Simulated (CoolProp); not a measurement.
Vapour-liquid equilibrium of cyclohexane (1) + n-nonane (2) at 11.1 kPa; x and y are mole fractions of (1).

Computed with CoolProp (multi-fluid Helmholtz-energy mixture model, Zhou 2014 and Lemmon 2006; pair parameters Bell 2016).

| x | bubble temperature (K) | y at the bubble point | dew temperature at overall composition x (K) | liquid density (mol/L) |
|---|---|---|---|---|
| 0.05 | 346.1 | 0.383 | 355.3 | 5.377 |
| 0.2 | 327.4 | 0.778 | 351.5 | 5.859 |
| 0.35 | 317.0 | 0.893 | 347.1 | 6.347 |
| 0.5 | 309.8 | 0.944 | 341.8 | 6.878 |
| 0.65 | 304.1 | 0.972 | 335.2 | 7.475 |
| 0.8 | 299.5 | 0.988 | 325.8 | 8.156 |
| 0.95 | 295.7 | 0.998 | 308.7 | 8.944 |

No azeotrope shows between x = 0.05 and 0.95.

Pair parameters are fitted to limited data, so mixtures are less certain than the pure fluids. The gap from Raoult's law changes sign with composition, which may be real or a fault of the pair parameters; it wasn't checked against measurements.
